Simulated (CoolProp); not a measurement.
A Linde-Hampson liquefier for normal hydrogen: isothermal reversible compression at 250 K from 1 atm to 10 MPa, throttling to 1 atm, return gas leaving the recuperator 5 K below the feed. Each further row changes one setting.

Values from CoolProp's reference Helmholtz-energy equation of state, Leachman 2009.

```json
[
 {"case": "as stated", "compression work (kJ/kg of gas)": "4800"},
 {"case": "high pressure 20 MPa", "compression work (kJ/kg of gas)": "5590"},
 {"case": "warm-end temperature 280 K", "compression work (kJ/kg of gas)": "5370"},
 {"case": "warm-end gap 10 K", "compression work (kJ/kg of gas)": "4800"}
]
```
